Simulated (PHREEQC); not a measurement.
A PHREEQC input (ion-association model, phreeqc.dat):

```
SOLUTION 1
  temp 5
  units mg/L
  pH 5.74
  pe 12.4
  Na 0.156
  K 0.0184
  Ca 0.0484
  Mg 0.0375
  Cl 0.0912
  S(6) 0.105 as SO4
  Alkalinity 0.497 as HCO3 charge
  Pb 0.0709
END
USE solution 1
EQUILIBRIUM_PHASES 1
  Gypsum 0 0
  CO2(g) -3.4 10
END
```

It stops with these messages:

```
ERROR: Alkalinity cannot be used with charge balance or solution phase boundary constraints.
ERROR: Program terminating due to input errors.
```

The fault: charge balance asked on alkalinity. The line should read `as HCO3` where the input has `as HCO3 charge`. With the mend the run ends at pH 6.06 and ionic strength 1.82e-5 mol/kgw.
